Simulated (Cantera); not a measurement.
# N2O furnace oxynitridation

An isothermal, constant-pressure homogeneous reactor starts with N₂O : N₂ = 1 : 2.3 (molar parts), at 1400 K and 0.0168 atm.

Cantera simulation using GRI-Mech 3.0 (53 species, 325 reactions); the numbers are that mechanism's predictions, not measurements. GRI-Mech 3.0 was tuned for natural gas; its chemistry of N2O as a main component is partial and can be far from experiment. Radical loss at walls, strong at low pressure, is not modelled. The temperature is held fixed by assumption; the heat of reaction is taken as removed at once.

```tsv
t (s)	x N₂O	x O	x NO	x O₂	x NO₂	x N₂
1.00e-5	0.303	4.02e-7	1.27e-9	2.59e-9	<1e-12	0.697
5.01e-5	0.303	1.95e-6	3.11e-8	6.33e-8	<1e-12	0.697
0.000251	0.303	8.40e-6	7.03e-7	1.43e-6	<1e-12	0.697
0.00126	0.303	2.21e-5	1.14e-5	2.32e-5	8.60e-12	0.697
0.00631	0.302	2.56e-5	9.07e-5	0.000185	5.30e-10	0.697
0.0316	0.300	2.56e-5	0.000493	0.00100	1.38e-8	0.698
0.158	0.289	2.56e-5	0.00245	0.00500	2.10e-7	0.704
0.794	0.238	2.56e-5	0.0111	0.0226	1.48e-6	0.728
3.98	0.0952	2.53e-5	0.0355	0.0725	6.12e-6	0.797
20.0	0.00178	1.39e-5	0.0510	0.105	1.23e-5	0.842
100	7.12e-7	2.39e-6	0.0510	0.106	3.49e-5	0.843
```
x: mole fraction; the columns are a selection and need not sum to one.

Equilibrium at this temperature and pressure: N₂O 5.25e-9, O 2.65e-6, NO 0.000604, O₂ 0.131, NO₂ 4.61e-7, N₂ 0.868 (gas phase only).
